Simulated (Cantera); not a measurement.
A perfectly stirred reactor is fed with CH4 : H2O = 1 : 0.86 (molar parts), at 100.0 Torr; it is held at 1348 K, and followed from long to short residence time.

Cantera simulation using GRI-Mech 3.0 (53 species, 325 reactions); the numbers are that mechanism's predictions, not measurements.

What does this change do: temperature 1348 to 1675 K?


| quantity | before | after |
|---|---|---|
| x(CH4) at τ = 0.750 s | 0.529 | 0.0713 |
| x(H2O) at τ = 0.750 s | 0.460 | 0.242 |
| x(C2H4) at τ = 0.750 s | 0.00133 | 0.000827 |
| x(O2) at τ = 0.750 s | <1e-12 | 9.14e-11 |
| x(CH2O) at τ = 0.750 s | 6.18e-7 | 1.30e-6 |
| x(CH4) at τ = 60.0 ms | 0.537 | 0.224 |
| x(H2O) at τ = 60.0 ms | 0.462 | 0.361 |
| x(C2H4) at τ = 60.0 ms | 4.98e-5 | 0.00367 |
| x(O2) at τ = 60.0 ms | <1e-12 | 2.38e-10 |
| x(CH2O) at τ = 60.0 ms | 1.26e-7 | 6.60e-6 |
